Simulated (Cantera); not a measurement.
Input: 1 mol SiH4, 2.2 mol N2O, 120 mol N2, a varied amount of O3, held at 1598.15 K and 21.0 mbar.

Method: chemical equilibrium by Gibbs-energy minimisation in Cantera with the NASA 1993 tables (ideal gas, pure condensed phases). Candidate condensed phases: H2O, Si, SiO2, Si2N2O, Si3N4; 35 gas species. The tables hold silica as quartz up to 1696 K and as liquid above; real silica turns to tridymite and cristobalite and melts near 1996 K. The numbers say what is thermodynamically allowed, not how fast it happens.

log p: log10 of the partial pressure in bar; n: condensed amount in mol.

| n(O3) (mol) | log p N2 | log p H2O | log p O2 | log p H2 | log p NO | log p OH | n SiO2(β-quartz) |
|---|---|---|---|---|---|---|---|
| 0.16 | -1.68 | -3.94 | -10.95 | -3.65 | -8.64 | ? | 1.000 |
| 0.23 | -1.68 | -3.82 | -10.57 | -3.73 | -8.45 | ? | 1.000 |
| 0.33 | -1.68 | -3.70 | -10.04 | -3.86 | -8.19 | ? | 1.000 |
| 0.47 | -1.68 | -3.57 | -9.14 | -4.18 | -7.74 | ? | 1.000 |
| 0.66 | -1.69 | -3.47 | -4.85 | -6.23 | -5.60 | ? | 1.00 |
| 0.94 | -1.69 | -3.47 | -4.08 | -6.62 | -5.21 | ? | 1.00 |
| 1.3 | -1.69 | -3.48 | -3.77 | -6.78 | -5.05 | ? | 1.00 |
| 1.9 | -1.69 | -3.48 | -3.50 | -6.92 | -4.92 | ? | 1.00 |

Task: Some entries are withheld; supply them.

Result: 
- 0.16, log p OH: -7.80
- 0.23, log p OH: -7.64
- 0.33, log p OH: -7.45
- 0.47, log p OH: -7.16
- 0.66, log p OH: -6.04
- 0.94, log p OH: -5.85
- 1.3, log p OH: -5.77
- 1.9, log p OH: -5.70
